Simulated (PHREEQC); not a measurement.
# Buffer (model solution)

A solution holds 0.0022 mol KH2PO4, 3.2e-05 mol K2HPO4 and 0.00065 mol HF per kg of water, at 20 °C. Closed to the air; pH follows from the charge balance.

All values are PHREEQC results (ion-association model, wateq4f.dat), not measurements.

```yaml
pH: 3.49
ionic_strength: 0.00260 mol/kgw
total_alkalinity: -0.618 meq/kg
```

| species | molality | activity | log γ |
|---|---|---|---|
| K+ | 0.00226 | 0.00214 | -0.024 |
| H2PO4- | 0.00214 | 0.00203 | -0.024 |
| F- | 0.000459 | 0.000434 | -0.024 |
| H+ | 0.000337 | 0.000320 | -0.022 |
| HF | 0.000190 | 0.000191 | 0.000 |
| H3PO4 | 9.00e-5 | 9.00e-5 | 0.000 |
| HPO4-2 | 4.75e-7 | 3.82e-7 | -0.095 |
| HF2- | 3.22e-7 | 3.04e-7 | -0.024 |
| H2F2 | 1.13e-7 | 1.13e-7 | 0.000 |
| KHPO4- | 1.68e-9 | 1.59e-9 | -0.024 |

This is a speciation only: nothing precipitates in the calculation. H3PO4, which wateq4f.dat lacks, is added to it with the constant of phreeqc.dat.
